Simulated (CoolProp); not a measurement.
p-xylene along the isotherm 620 K: Z from the reference equation and from simpler models built on Tc = 616.2 K, pc = 3532 kPa, ω = 0.324; each cubic takes its own stable root.

Computed with CoolProp (reference Helmholtz-energy equation of state, Zhou 2012).

```
p (kPa)          phase  reference
-------  -------------  ---------
27.9               gas     0.9971
42.1               gas     0.9956
63.5               gas     0.9933
95.9               gas     0.9899
145                gas     0.9846
218                gas     0.9768
329                gas     0.9648
496                gas     0.9465
749                gas     0.9181
1130               gas     0.8734
1700               gas     0.8009
2570               gas     0.6684
3880     supercritical     0.2092
5850     supercritical     0.2522
8830     supercritical     0.3484
```

### Question
How far does each simpler model (van der Waals, Redlich-Kwong, Soave-Redlich-Kwong) lie from the reference over these 15 states: mean and median of the absolute difference, and the worst?

### Answer
- van der Waals: mean 10.9 %, median 1.2 %, worst +48.8 % at 620 K and 5850 kPa
- Redlich-Kwong: mean 5.4 %, median 0.5 %, worst +29.9 % at 620 K and 3880 kPa
- Soave-Redlich-Kwong: mean 5.7 %, median 0.5 %, worst +33.2 % at 620 K and 3880 kPa
